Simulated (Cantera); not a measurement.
An adiabatic, constant-volume homogeneous reactor starts with 13.7 % C2H4, 17.9 % O2, 67.3 % N2, 1.11 % CO2, at 1325 K and 0.480 bar.

Cantera simulation using GRI-Mech 3.0 (53 species, 325 reactions); the numbers are that mechanism's predictions, not measurements. GRI-Mech 3.0 was tuned for natural gas; its chemistry of ethylene as a main component is partial and can be far from experiment.

One state of this run: T (K) = 2773; P (bar) = 1.26; x C2H4 = <1e-12; x O2 = 4.92e-5; x N2O = 2.33e-8; x C2H6 = <1e-12; x O = 0.000307. x: mole fraction; the columns are a selection and need not sum to one.

Problem. Which value of t (s) does it belong to?
A. 0.000133
B. 0.000277
C. 0.0110
D. 1.46e-5

Solution. C, 0.0110
